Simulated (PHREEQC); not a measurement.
A solution holds 1.9 mmol/kgw K2CO3 and 0.005 mmol/kgw CO2, at 25 °C. Closed to the air; pH follows from the charge balance.

The numbers come from PHREEQC with the ion-association model, phreeqc.dat.

No solid was allowed to form.

Estimate the pH.

pH 10.66.

In which forms is C present?

CO3-2 73 %, HCO3- 27 % of the C.
